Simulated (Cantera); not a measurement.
A jet of 2.51 % H2, 7.41 % O2, 90.1 % N2, equivalence ratio 0.17 at 300 K and 29.3 Torr hits a platinum plate 9.1 cm away at a mass flux of 0.045 kg/m²/s; the plate temperature is set and raised in steps from an oxygen-covered start.

Computed with Cantera and Deutschmann's 1995 Pt surface mechanism with GRI-Mech 3.0 gas chemistry. Catalytic surfaces can have several steady states; this one follows from the mechanism file's or the stated starting coverage.

One state of this run: wall x H2 = 0.00245; wall x O2 = 0.0496; wall x H2O = 0.0443; wall x OH = <1e-8; θ free Pt = 0.0812; θ O* = 0.914; θ OH* = 0.00496. x: mole fraction at the wall; θ: surface coverage.

Task: Which value of plate T (K) does it belong to?
A. 600
B. 700
C. 800
D. 850

Result: A, 600
